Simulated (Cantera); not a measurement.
An isothermal, constant-pressure homogeneous reactor starts with CO : O2 : H2O : N2 = 0.025 : 0.0054 : 0.00013 : 1 (molar parts), equivalence ratio 2.3, at 1375 K and 660 Torr.

Detailed kinetics in Cantera: GRI-Mech 3.0 (53 species, 325 reactions).

x: mole fraction; the columns are a selection and need not sum to one.

```csv
t (s),x CO,x O2,x H2O,x NO,x N2O,x CO2
0.000400,0.0243,0.00524,0.000126,<1e-12,3.42e-12,2.71e-8
0.000785,0.0243,0.00524,0.000126,<1e-12,1.32e-11,6.05e-8
0.00154,0.0243,0.00524,0.000126,<1e-12,5.50e-11,1.68e-7
0.00302,0.0243,0.00524,0.000126,<1e-12,3.18e-10,7.92e-7
0.00592,0.0242,0.00523,0.000126,1.55e-11,5.09e-9,1.22e-5
0.0116,0.0231,(withheld),(withheld),(withheld),(withheld),(withheld)
0.0228,0.0165,0.000968,1.10e-5,3.64e-6,6.93e-7,0.00788
0.0447,0.0140,(withheld),(withheld),6.12e-6,(withheld),0.0104
0.0877,0.0138,2.83e-6,5.12e-5,6.21e-6,1.19e-8,0.0106
0.172,0.0138,2.78e-7,6.75e-5,5.99e-6,6.77e-9,0.0106
0.338,0.0138,4.32e-8,7.34e-5,5.67e-6,1.08e-8,0.0106
0.662,0.0138,7.70e-9,7.58e-5,5.26e-6,1.63e-8,0.0106
1.30,0.0138,1.56e-9,7.68e-5,4.81e-6,1.70e-8,0.0106
2.55,0.0138,3.98e-10,7.73e-5,4.36e-6,1.23e-8,0.0106
5.00,0.0138,1.36e-10,7.75e-5,3.92e-6,7.32e-9,0.0106
```

### Question
What belongs in the gaps?

### Answer

- 0.0116, x O2: 0.00442
- 0.0116, x H2O: 9.17e-5
- 0.0116, x NO: 5.30e-8
- 0.0116, x N2O: 4.59e-7
- 0.0116, x CO2: 0.00115
- 0.0447, x O2: 8.14e-5
- 0.0447, x H2O: 2.02e-5
- 0.0447, x N2O: 1.23e-7
